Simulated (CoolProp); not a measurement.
Vapour-liquid equilibrium of diethyl ether (1) + benzene (2) at 359.2 K; x and y are mole fractions of (1).

Computed with CoolProp (multi-fluid Helmholtz-energy mixture model, Thol 2014 and Thol 2012; pair parameters Bell 2016).

```tsv
x	bubble pressure, mixture model (MPa)	bubble pressure, Raoult's law (MPa)	y, mixture model	y, Raoult's law
0.05	0.1380	0.1388	0.159	0.169
0.2	0.1879	0.1909	0.469	0.491
0.35	0.2380	0.2431	0.652	0.675
0.5	0.2890	0.2953	0.774	0.794
0.65	0.3412	0.3474	0.862	0.878
0.8	0.3948	0.3996	0.930	0.939
0.95	0.4502	0.4517	0.984	0.987
```

The largest gap from Raoult's law is -2.1 % in bubble pressure, at x = 0.5. No azeotrope shows between x = 0.05 and 0.95.

The pair parameters rest on a limited set of measurements; away from them the model extrapolates.
